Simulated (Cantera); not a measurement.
## CH2F2 + H2 (fluorocarbon and chlorocarbon gases)

A closed system holds: 1 mol CH2F2, 5.4 mol H2.

These are equilibrium values from Cantera (NASA tables, ideal gas, pure condensed phases), not measurements of a reactor. Candidate condensed phases: C, C6H6, C7H8, C8H18; 95 gas species. Rates play no part.

Stable condensed phases:

```
T in K \ P in Pa
              1    3.6     13     46    170    600   2200   7700  28000 100000
   3325       A      A      A      A      A      A      A      A      A      A
   3175       A      A      A      A      A      A      A      A      A      A
   3025       A      A      A      A      A      A      A      B      B      B
   2875       A      A      A      A      A      B      B      B      B      B
   2725       A      A      A      A      B      B      B      B      B      B
   2575       A      A      B      B      B      B      B      B      B      B
   2425       B      B      B      B      B      B      B      B      B      B
   2275       B      B      B      B      B      B      B      B      B      B
   2125       B      B      B      B      B      B      B      B      B      B
   1975       B      B      B      B      B      B      B      B      B      B
```

A: gas only; B: C.
